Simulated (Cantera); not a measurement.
A perfectly stirred reactor is fed with CO : H2 : O2 : N2 = 1 : 0.054 : 1.08 : 4.04 (molar parts), equivalence ratio 0.49, at 12.0 bar; it is adiabatic with a 823 K inlet, and is followed from long to short residence time, starting on the burning branch (τ in s: 0.19, 0.083, 0.037, 0.017, 0.0075, 0.0033, 0.0015, 0.00067, 0.0003, 0.00013, 6e-05, 2.7e-05, 1.2e-05).

Model: GRI-Mech 3.0 (53 species, 325 reactions), integrated in Cantera. The hydrogen kinetics of GRI-Mech 3.0 are dated; newer H2 mechanisms differ, most at raised pressure. The pressure lies above the range GRI-Mech 3.0 was tuned for (to about 10 atm).

**Question.** What does this change do: 0.22 parts H2O added?

**Answer.** 
```
quantity                                                                      before                               after
------------------------------------------------  ----------------------------------  ----------------------------------
blow-out, bracketed by the residence times tried  burning at 60.0 µs, out at 27.0 µs  burning at 60.0 µs, out at 27.0 µs
x(CO) at τ = 0.190 s                                                        0.000799                            0.000512
x(H2) at τ = 0.190 s                                                         7.89e-6                             2.70e-5
x(O2) at τ = 0.190 s                                                          0.0957                              0.0927
x(HO2) at τ = 0.190 s                                                        1.62e-6                             2.88e-6
x(H) at τ = 0.190 s                                                          3.67e-6                             4.82e-6
x(CO) at τ = 1.50 ms                                                         0.00625                             0.00341
x(H2) at τ = 1.50 ms                                                         4.42e-5                            0.000101
x(O2) at τ = 1.50 ms                                                          0.0997                              0.0951
x(HO2) at τ = 1.50 ms                                                        5.83e-6                             6.16e-6
x(H) at τ = 1.50 ms                                                          4.39e-5                             3.12e-5
```

**Question.** What does this change do: H2 0.054 to 0.069 parts?

**Answer.** 
```tsv
quantity	before	after
blow-out, bracketed by the residence times tried	burning at 60.0 µs, out at 27.0 µs	burning at 60.0 µs, out at 27.0 µs
x(CO) at τ = 0.190 s	0.000799	0.000855
x(H2) at τ = 0.190 s	7.89e-6	1.08e-5
x(O2) at τ = 0.190 s	0.0957	0.0941
x(HO2) at τ = 0.190 s	1.62e-6	1.87e-6
x(H) at τ = 0.190 s	3.67e-6	4.56e-6
x(CO) at τ = 1.50 ms	0.00625	0.00585
x(H2) at τ = 1.50 ms	4.42e-5	5.41e-5
x(O2) at τ = 1.50 ms	0.0997	0.0981
x(HO2) at τ = 1.50 ms	5.83e-6	5.66e-6
x(H) at τ = 1.50 ms	4.39e-5	4.54e-5
```
